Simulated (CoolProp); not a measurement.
A single-stage vapour-compression cycle with the fluid: evaporating at 205.15 K (dew point), condensing at 248.15 K (bubble point), superheat 10 K, subcooling 0 K, compressor efficiency 0.9, no pressure losses. The same conditions are run with several fluids, on thermodynamics alone (safety and materials aside).

Model: reference Helmholtz-energy equation of state of each fluid (fluoroethane (R161): Wu 2012; ammonia: Gao 2020; CH2F2 (R32): Tillner-Roth 1997; CH3F (R41): Lemmon 2006; C2F6 (R116): Lemmon 2006; chlorine: Thol 2021), in CoolProp.

Problem. Rank fluoroethane (R161), ammonia, CH2F2 (R32), CH3F (R41), C2F6 (R116), chlorine by cooling COP, highest first.

Solution. fluoroethane (R161) (3.58), CH2F2 (R32) (3.42), chlorine (3.37), CH3F (R41) (3.35), ammonia (3.29), C2F6 (R116) (3.15)

```json
[
 {"fluid": "fluoroethane (R161)", "pressure ratio": "8.89", "discharge temperature (K)": "311.6", "refrigerating effect (kJ/kg)": "382", "volumetric capacity (kJ/m³)": "203"},
 {"fluid": "ammonia", "pressure ratio": "12.0", "discharge temperature (K)": "401.8", "refrigerating effect (kJ/kg)": "1300", "volumetric capacity (kJ/m³)": "156"},
 {"fluid": "CH2F2 (R32)", "pressure ratio": "8.20", "discharge temperature (K)": "341.2", "refrigerating effect (kJ/kg)": "338", "volumetric capacity (kJ/m³)": "408"},
 {"fluid": "CH3F (R41)", "pressure ratio": "5.58", "discharge temperature (K)": "329.7", "refrigerating effect (kJ/kg)": "392", "volumetric capacity (kJ/m³)": "1360"},
 {"fluid": "C2F6 (R116)", "pressure ratio": "5.30", "discharge temperature (K)": "260.3", "refrigerating effect (kJ/kg)": "74.0", "volumetric capacity (kJ/m³)": "1020"},
 {"fluid": "chlorine", "pressure ratio": "8.70", "discharge temperature (K)": "384.1", "refrigerating effect (kJ/kg)": "269", "volumetric capacity (kJ/m³)": "183"}
]
```
